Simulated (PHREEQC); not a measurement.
PHREEQC input (ion-association model, wateq4f.dat):

```
SOLUTION_MASTER_SPECIES
  An  An-  0  An  62.0  # stands for a non-complexing anion
SOLUTION_SPECIES
  An- = An-
    -log_k 0
    -gamma 3.0 0
PHASES
  Fix_H+
    H+ = H+
    -log_k 0
SOLUTION 1
  temp 25
  units mmol/kgw
  pH 7 charge
  As(5) 2.9
  Na 6.8
  Cl 0.54
  Mn(2) 0.27
  An 1
END
SELECTED_OUTPUT 1
  -reset false
  -pH true
  -pe true
  -ionic_strength true
  -water true
  -totals As Cl Mn Na As(3) As(5) Mn(2) Mn(3) Mn(6) Mn(7)
  -molalities Hfo_wOH Hfo_wOH2+ Hfo_wO- Hfo_sOH Hfo_sOH2+ Hfo_sO- Hfo_wH2AsO4 Hfo_wHAsO4- Hfo_wOHAsO4-3 Hfo_sOMn+
    Hfo_wOMn+
  -saturation_indices Pyrochroite Mn3(AsO4)2:8H2O Halite
USER_PUNCH 1
  -headings sigma psi
  10 PUNCH EDL("sigma", "Hfo"), EDL("psi", "Hfo")
PRINT
  -reset false
USE solution 1
SURFACE 1
  Hfo_wOH 0.0021573 600 0.96
  Hfo_sOH 5.39326e-05
EQUILIBRIUM_PHASES 1
  Fix_H+ -3 HAn 10
    -force_equality true
END
# ... the last block is repeated for the other 16 points of pH, with NaOH or the acid as the point needs
```

Selected output (columns that matter, 15 of 17 rows; pH added in front):

```
pH	mu	As	Cl	Mn	Na	m_Hfo_wOH	m_Hfo_wOH2+	m_Hfo_wO-	m_Hfo_sOH	si_Pyrochroite	si_Mn3(AsO4)2:8H2O	si_Halite	sigma	psi
3	0.0087233	0.00074867	0.00053998	0.00026999	0.0067997	1.2316e-09	5.9944e-06	5.7973e-15	1.1079e-08	-12.931	-14.585	-7.1021	0.0082288	0.035656
3.5	0.0079706	0.00074981	0.00053998	0.00026999	0.0067997	3.4451e-09	7.1315e-06	3.8126e-14	2.6039e-08	-11.924	-12.466	-7.0988	0.006004	0.028041
4	0.007727	0.00075395	0.00053998	0.00026997	0.0067997	1.0298e-08	1.1264e-05	2.1569e-13	4.9242e-08	-10.922	-10.422	-7.0977	0.0030226	0.014852
4.5	0.0076437	0.00076333	0.00053998	0.00026978	0.0067997	3.1233e-08	2.0625e-05	1.0835e-12	8.123e-08	-9.922	-8.401	-7.0973	-0.00035178	-0.0017619
5.5	0.0075674	0.00081641	0.00053998	0.00025552	0.0067997	2.7586e-07	7.3445e-05	2.3737e-11	1.4772e-07	-7.945	-4.4287	-7.0969	-0.0081478	-0.03758
6	0.0075192	0.00087488	0.00053998	0.00022835	0.0067997	7.9685e-07	0.00013106	1.1099e-10	7.637e-08	-6.9934	-2.5642	-7.0967	-0.013022	-0.054785
6.5	0.0075979	0.00097279	0.00053998	0.00021239	0.0067998	2.3284e-06	0.0002224	5.5846e-10	1.7903e-08	-6.0255	-0.7129	-7.097	-0.018825	-0.0704
7	0.0077421	0.0011453	0.00053998	0.00015649	0.0067998	7.0266e-06	0.00033579	3.3684e-09	5.0094e-09	-5.1594	0.683	-7.0976	-0.02451	-0.082187
7.5	0.0078498	0.0013816	0.00053999	3.6254e-05	0.0067998	2.1967e-05	0.00043706	2.5294e-08	5.22e-09	-4.7957	0.32	-7.0979	-0.028607	-0.089252
8	0.0081464	0.0015882	0.00053999	3.3709e-06	0.0067998	7.261e-05	0.00055989	2.1572e-07	1.4581e-08	-4.8303	-1.5001	-7.0992	-0.032453	-0.094479
8.5	0.0084383	0.0018019	0.00053999	3.079e-07	0.0067999	0.00021368	0.00062792	1.6659e-06	4.2264e-08	-4.8738	-3.4662	-7.1005	-0.036419	-0.099272
9.5	0.0090507	0.0023739	0.00054	3.7828e-09	0.0068	0.0008392	0.0005461	2.9543e-05	1.6532e-07	-4.8123	-7.0354	-7.1032	-0.056787	-0.1197
10	0.0097129	0.002524	0.00054	6.357e-10	0.0072335	0.0011181	0.0003693	7.7548e-05	2.201e-07	-4.6423	-8.5028	-7.079	-0.074799	-0.13185
10.5	0.01082	0.0025985	0.00053999	1.5865e-10	0.0079549	0.0012579	0.00020224	0.00017924	2.4755e-07	-4.3808	-9.7767	-7.0421	-0.098148	-0.14293
11	0.013285	0.0026514	0.00053998	6.8056e-11	0.0095019	0.0012167	8.7326e-05	0.00038834	2.3938e-07	-4.0161	-10.893	-6.9736	-0.12937	-0.15179
```

Along this series the solution becomes supersaturated in solids that the run did not let form, among them Mn3(AsO4)2:8H2O. The database has no arsenate complexes of Mn. The oxide is taken as insoluble; below pH 4 it would dissolve.
